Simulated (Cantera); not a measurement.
An isothermal, constant-pressure homogeneous reactor starts with 4.94 % H2, 6.34 % O2, 88.7 % N2, equivalence ratio 0.39, at 825 K and 0.178 atm.

Cantera simulation using the H2/O2 subset of GRI-Mech 3.0, which has no nitrogen chemistry; the numbers are that mechanism's predictions, not measurements. Below about 950 K walls govern HO2 and H2O2 in real vessels. The temperature is held fixed by assumption; the heat of reaction is taken as removed at once.

x: mole fraction; the columns are a selection and need not sum to one.

```json
[
 {"t (s)": "0.000400", "x H2": "0.0494", "x O2": "0.0634", "x H2O2": "<1e-12", "x OH": "<1e-12", "x H": "<1e-12", "x O": "<1e-12", "x HO2": "<1e-12"},
 {"t (s)": "0.000812", "x H2": "0.0494", "x O2": "0.0634", "x H2O2": "<1e-12", "x OH": "<1e-12", "x H": "<1e-12", "x O": "<1e-12", "x HO2": "1.90e-12"},
 {"t (s)": "0.00165", "x H2": "0.0494", "x O2": "0.0634", "x H2O2": "<1e-12", "x OH": "<1e-12", "x H": "1.70e-12", "x O": "<1e-12", "x HO2": "5.79e-12"},
 {"t (s)": "0.00335", "x H2": "0.0494", "x O2": "0.0634", "x H2O2": "<1e-12", "x OH": "<1e-12", "x H": "3.97e-12", "x O": "<1e-12", "x HO2": "2.10e-11"},
 {"t (s)": "0.00681", "x H2": "0.0494", "x O2": "0.0634", "x H2O2": "<1e-12", "x OH": "<1e-12", "x H": "1.11e-11", "x O": "1.94e-12", "x HO2": "9.37e-11"},
 {"t (s)": "0.0138", "x H2": "0.0494", "x O2": "0.0634", "x H2O2": "1.17e-12", "x OH": "1.58e-12", "x H": "4.69e-11", "x O": "8.29e-12", "x HO2": "5.97e-10"},
 {"t (s)": "0.0281", "x H2": "0.0494", "x O2": "0.0634", "x H2O2": "2.52e-11", "x OH": "1.87e-11", "x H": "5.55e-10", "x O": "9.83e-11", "x HO2": "8.78e-9"},
 {"t (s)": "0.0570", "x H2": "0.0494", "x O2": "0.0634", "x H2O2": "1.19e-8", "x OH": "4.14e-9", "x H": "1.09e-7", "x O": "1.90e-8", "x HO2": "1.34e-6"},
 {"t (s)": "0.116", "x H2": "0.00983", "x O2": "0.0443", "x H2O2": "2.10e-6", "x OH": "2.33e-6", "x H": "7.99e-6", "x O": "3.97e-6", "x HO2": "1.02e-5"},
 {"t (s)": "0.235", "x H2": "0.00912", "x O2": "0.0440", "x H2O2": "[?]", "x OH": "2.84e-9", "x H": "1.24e-8", "x O": "7.42e-9", "x HO2": "[?]"},
 {"t (s)": "0.478", "x H2": "0.00911", "x O2": "0.0440", "x H2O2": "1.35e-5", "x OH": "2.65e-9", "x H": "1.25e-8", "x O": "7.64e-9", "x HO2": "2.71e-6"},
 {"t (s)": "0.970", "x H2": "0.00908", "x O2": "0.0440", "x H2O2": "[?]", "x OH": "[?]", "x H": "[?]", "x O": "[?]", "x HO2": "[?]"},
 {"t (s)": "1.97", "x H2": "0.00898", "x O2": "0.0439", "x H2O2": "2.98e-5", "x OH": "6.51e-9", "x H": "2.75e-8", "x O": "1.63e-8", "x HO2": "3.79e-6"},
 {"t (s)": "4.00", "x H2": "0.00863", "x O2": "0.0438", "x H2O2": "5.48e-5", "x OH": "1.25e-8", "x H": "4.66e-8", "x O": "2.73e-8", "x HO2": "4.71e-6"}
]
```

Complete the blanks.


- 0.235, x H2O2: 1.10e-5
- 0.235, x HO2: 3.91e-6
- 0.970, x H2O2: 1.81e-5
- 0.970, x OH: 3.69e-9
- 0.970, x H: 1.68e-8
- 0.970, x O: 1.02e-8
- 0.970, x HO2: 3.07e-6
